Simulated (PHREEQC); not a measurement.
1 kg of water holding 0.011 mol MgSO4, 0.27 mol K2SO4, 0.01 mol Na2SO4 and 0.023 mol NaCl is evaporated at 30 °C; the solids stay in contact with the brine. No CO2 enters from the air. The run lets Arcanite, Bischofite, Bloedite, Brucite, Carnallite, Epsomite, Glaserite, Halite, Hexahydrite, Kainite, Kieserite, Leonite, Mirabilite, Misenite, Schoenite, Sylvite, Thenardite, MgCl2_4H2O precipitate or redissolve, and no other solid.

All values are PHREEQC results (Pitzer model, pitzer.dat), not measurements.

```json
[
 {"water left (kg)": "1", "ionic strength": "0.907", "water activity": "0.988", "Arcanite (mol)": "0", "Glaserite (mol)": "0", "Schoenite (mol)": "0", "Cl in solution (mol/kgw)": "0.0230"},
 {"water left (kg)": "0.8219", "ionic strength": "1.10", "water activity": "0.986", "Arcanite (mol)": "0", "Glaserite (mol)": "0", "Schoenite (mol)": "0", "Cl in solution (mol/kgw)": "0.0280"},
 {"water left (kg)": "0.5552", "ionic strength": "1.63", "water activity": "[?]", "Arcanite (mol)": "0", "Glaserite (mol)": "0", "Schoenite (mol)": "0", "Cl in solution (mol/kgw)": "0.0414"},
 {"water left (kg)": "0.4563", "ionic strength": "1.99", "water activity": "[?]", "Arcanite (mol)": "0", "Glaserite (mol)": "0", "Schoenite (mol)": "0", "Cl in solution (mol/kgw)": "0.0504"},
 {"water left (kg)": "0.3082", "ionic strength": "2.42", "water activity": "0.971", "Arcanite (mol)": "0.0540", "Glaserite (mol)": "0", "Schoenite (mol)": "0", "Cl in solution (mol/kgw)": "0.0746"},
 {"water left (kg)": "0.2533", "ionic strength": "2.50", "water activity": "0.970", "Arcanite (mol)": "0.0914", "Glaserite (mol)": "0", "Schoenite (mol)": "0", "Cl in solution (mol/kgw)": "0.0908"},
 {"water left (kg)": "0.1711", "ionic strength": "2.71", "water activity": "0.968", "Arcanite (mol)": "0.148", "Glaserite (mol)": "0", "Schoenite (mol)": "0", "Cl in solution (mol/kgw)": "0.134"},
 {"water left (kg)": "0.1407", "ionic strength": "2.85", "water activity": "0.966", "Arcanite (mol)": "0.169", "Glaserite (mol)": "0", "Schoenite (mol)": "0", "Cl in solution (mol/kgw)": "0.164"},
 {"water left (kg)": "0.1156", "ionic strength": "3.02", "water activity": "0.964", "Arcanite (mol)": "0.186", "Glaserite (mol)": "0", "Schoenite (mol)": "0", "Cl in solution (mol/kgw)": "0.199"},
 {"water left (kg)": "0.07809", "ionic strength": "3.48", "water activity": "0.958", "Arcanite (mol)": "0.212", "Glaserite (mol)": "0", "Schoenite (mol)": "0", "Cl in solution (mol/kgw)": "0.295"},
 {"water left (kg)": "0.06418", "ionic strength": "3.78", "water activity": "0.955", "Arcanite (mol)": "0.222", "Glaserite (mol)": "0", "Schoenite (mol)": "0", "Cl in solution (mol/kgw)": "0.358"},
 {"water left (kg)": "0.04335", "ionic strength": "4.57", "water activity": "0.944", "Arcanite (mol)": "0.236", "Glaserite (mol)": "0", "Schoenite (mol)": "0", "Cl in solution (mol/kgw)": "0.531"},
 {"water left (kg)": "0.03564", "ionic strength": "4.96", "water activity": "0.938", "Arcanite (mol)": "0.237", "Glaserite (mol)": "0.00297", "Schoenite (mol)": "0", "Cl in solution (mol/kgw)": "0.645"},
 {"water left (kg)": "0.0293", "ionic strength": "5.17", "water activity": "0.934", "Arcanite (mol)": "[?]", "Glaserite (mol)": "0.0104", "Schoenite (mol)": "0", "Cl in solution (mol/kgw)": "0.785"},
 {"water left (kg)": "0.01979", "ionic strength": "5.73", "water activity": "0.921", "Arcanite (mol)": "0.221", "Glaserite (mol)": "0.0215", "Schoenite (mol)": "0", "Cl in solution (mol/kgw)": "1.16"},
 {"water left (kg)": "0.01627", "ionic strength": "6.09", "water activity": "0.913", "Arcanite (mol)": "0.218", "Glaserite (mol)": "0.0257", "Schoenite (mol)": "0", "Cl in solution (mol/kgw)": "1.41"},
 {"water left (kg)": "0.01099", "ionic strength": "7.06", "water activity": "0.887", "Arcanite (mol)": "0.212", "Glaserite (mol)": "0.0320", "Schoenite (mol)": "0", "Cl in solution (mol/kgw)": "2.09"},
 {"water left (kg)": "0.008963", "ionic strength": "7.50", "water activity": "0.870", "Arcanite (mol)": "0.210", "Glaserite (mol)": "0.0343", "Schoenite (mol)": "0.000618", "Cl in solution (mol/kgw)": "2.57"},
 {"water left (kg)": "0.005689", "ionic strength": "7.83", "water activity": "0.823", "Arcanite (mol)": "0.204", "Glaserite (mol)": "0.0372", "Schoenite (mol)": "0.00374", "Cl in solution (mol/kgw)": "4.04"},
 {"water left (kg)": "0.004521", "ionic strength": "8.44", "water activity": "0.785", "Arcanite (mol)": "0.203", "Glaserite (mol)": "0.0382", "Schoenite (mol)": "0.00455", "Cl in solution (mol/kgw)": "5.09"}
]
```

Problem. Complete the blanks.

Solution. 
- 0.5552, water activity: 0.980
- 0.4563, water activity: 0.976
- 0.0293, Arcanite (mol): 0.231
